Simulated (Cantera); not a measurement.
An isothermal, constant-pressure homogeneous reactor starts with 100 % N2O, at 1423 K and 1.01 bar.

Model: GRI-Mech 3.0 (53 species, 325 reactions), integrated in Cantera. GRI-Mech 3.0 was tuned for natural gas; its chemistry of N2O as a main component is partial and can be far from experiment. The temperature is held fixed by assumption; the heat of reaction is taken as removed at once.

One state of this run: x N2O = 2.80e-6; x NO = 0.0945; x N2 = 0.619; x O = 7.20e-7; x NO2 = 0.000758; x O2 = 0.285. x: mole fraction; the columns are a selection and need not sum to one.

**Question.** Which value of t (s) does it belong to?
A. 200
B. 1.00e-5
C. 0.00547
D. 0.366

**Answer.** A, 200
